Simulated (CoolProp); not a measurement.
Propyne along the isotherm 474 K: fugacity coefficient from the reference equation and from simpler models built on Tc = 402.7 K, pc = 56.58 bar, ω = 0.204; each cubic takes its own stable root.

Values from CoolProp's reference Helmholtz-energy equation of state, Polt 1992. This equation is an older, rougher fit; its heat capacities, sound speeds and derivatives of the liquid may be far off and weren't checked against measurements.

| p (bar) | phase | reference | van der Waals | Redlich-Kwong | Soave-Redlich-Kwong |
|---|---|---|---|---|---|
| 5.66 | gas | 0.9794 | 0.9802 | 0.9790 | 0.9806 |
| 11.3 | gas | 0.9591 | 0.9606 | 0.9584 | ? |
| 17 | gas | 0.9389 | 0.9409 | 0.9378 | 0.9426 |
| 22.6 | gas | 0.9194 | 0.9216 | 0.9179 | 0.9242 |
| 28.3 | gas | ? | 0.9021 | 0.8978 | 0.9057 |
| 33.9 | gas | 0.8808 | 0.8829 | 0.8783 | 0.8878 |
| 39.6 | gas | ? | 0.8635 | 0.8587 | 0.8698 |
| 45.3 | gas | 0.8430 | 0.8442 | 0.8393 | ? |
| 50.9 | gas | 0.8248 | 0.8252 | 0.8206 | 0.8348 |
| 56.6 | supercritical | 0.8065 | ? | 0.8017 | 0.8176 |
| 62.2 | supercritical | 0.7889 | ? | 0.7834 | 0.8010 |
| 67.9 | supercritical | 0.7712 | 0.7677 | 0.7651 | 0.7843 |
| 73.5 | supercritical | 0.7541 | 0.7487 | 0.7473 | 0.7682 |
| 79.2 | supercritical | 0.7369 | 0.7295 | 0.7296 | 0.7522 |
| 84.9 | supercritical | 0.7201 | 0.7103 | ? | 0.7365 |

Complete the blanks.


- 11.3, Soave-Redlich-Kwong: 0.9616
- 28.3, reference: 0.8998
- 39.6, reference: 0.8617
- 45.3, Soave-Redlich-Kwong: 0.8520
- 56.6, van der Waals: 0.8059
- 62.2, van der Waals: 0.7869
- 84.9, Redlich-Kwong: 0.7122
